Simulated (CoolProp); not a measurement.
A Linde-Hampson liquefier for oxygen: isothermal reversible compression at 230 K from 1 atm to 20 MPa, throttling to 1 atm, return gas leaving the recuperator 10 K below the feed. Each further row changes one setting.

Values from CoolProp's reference Helmholtz-energy equation of state, Schmidt 1985.

```csv
case,liquid yield per pass,compression work (kJ/kg of gas)
as stated,___,297
high pressure 40 MPa,___,___
warm-end temperature 260 K,___,___
warm-end gap 15 K,0.194,297
```

Q: Complete the blanks.

A: 
- as stated, liquid yield per pass: 0.205
- high pressure 40 MPa, liquid yield per pass: 0.270
- high pressure 40 MPa, compression work (kJ/kg of gas): 332
- warm-end temperature 260 K, liquid yield per pass: 0.137
- warm-end temperature 260 K, compression work (kJ/kg of gas): 344
